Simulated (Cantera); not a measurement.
Feed: 1 mol Si, a varied amount of NF3, at 1048.15 K and 7.50 Torr.

Method: chemical equilibrium by Gibbs-energy minimisation in Cantera with the NASA 1993 tables (ideal gas, pure condensed phases). Candidate condensed phases: Si, Si3N4; 16 gas species. Mutual solubility and eutectic melting of coexisting phases are not modelled. The tables' values for SiF3, SiF2 are old estimates; treat these amounts as uncertain. Kinetics and transport are ignored.

x: gas mole fraction; n: condensed amount in mol.

```csv
n(NF3) (mol),x SiF4,x F,x N2,x F2,n Si(s),n Si3N4(s)
0.54,0.996,<1e-12,1.28e-8,<1e-12,0.190,0.135
0.66,0.996,<1e-12,1.28e-8,<1e-12,…,…
0.82,…,<1e-12,…,<1e-12,0,…
1,0.692,<1e-12,0.308,<1e-12,0,0.0833
1.3,0.606,<1e-12,0.394,<1e-12,0,0.00831
1.6,0.395,0.260,0.316,0.0282,0,0
1.9,0.290,0.375,0.276,0.0589,0,0
2.4,0.202,0.465,0.242,0.0904,0,0
3,0.148,0.518,0.222,0.112,0,0
3.7,0.113,0.551,0.209,0.127,0,0
```

**Question.** Fill in the missing entries.

**Answer.** 
- 0.66, n Si(s): 0.00951
- 0.66, n Si3N4(s): 0.165
- 0.82, x SiF4: 0.800
- 0.82, x N2: 0.200
- 0.82, n Si3N4(s): 0.128
